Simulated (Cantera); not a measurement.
Charge: 1 mol MgSO4, 3.2 mol H2, at 902 °C and 95.0 mbar.

Equilibrium computed with Cantera from the NASA thermochemical tables; the gas is ideal and each condensed phase is pure. Candidate condensed phases: H2O, H2SO4, Mg, MgO, Mg(OH)2, MgS, MgSO4, S; 26 gas species. Gases not in the tables: S3 to S7. Kinetics and transport are ignored.

Base state: H2O 0.761, H2S 0.0884, S2 0.0759, H2 0.0385, SO2 0.0353, S2O 0.000821, SH 0.000168, SO 0.000103 (mole fractions); condensed: MgO(s).

### Question
What changes in the equilibrium state with this change: H2 from 3.2 to 0.029 mol?

### Answer
```json
[
 {"species": "SO2", "before": "0.0353", "after": "0.508"},
 {"species": "H2O", "before": "0.761", "after": "0.462"},
 {"species": "O2", "before": "<1e-9", "after": "0.0226"},
 {"species": "H2S", "before": "0.0884", "after": "<1e-9"},
 {"species": "S2", "before": "0.0759", "after": "<1e-9"},
 {"species": "H2", "before": "0.0385", "after": "7.45e-8"},
 {"species": "SO3", "before": "1.65e-9", "after": "0.00744"},
 {"species": "S2O", "before": "0.000821", "after": "<1e-9"},
 {"species": "SH", "before": "0.000168", "after": "<1e-9"},
 {"species": "SO", "before": "0.000103", "after": "4.73e-9"},
 {"species": "MgO(s), mol", "before": "1.00", "after": "0.0323"},
 {"species": "MgSO4(s), mol", "before": "0", "after": "0.968"}
]
```
Mutual solubility and eutectic melting of coexisting phases are not modelled.
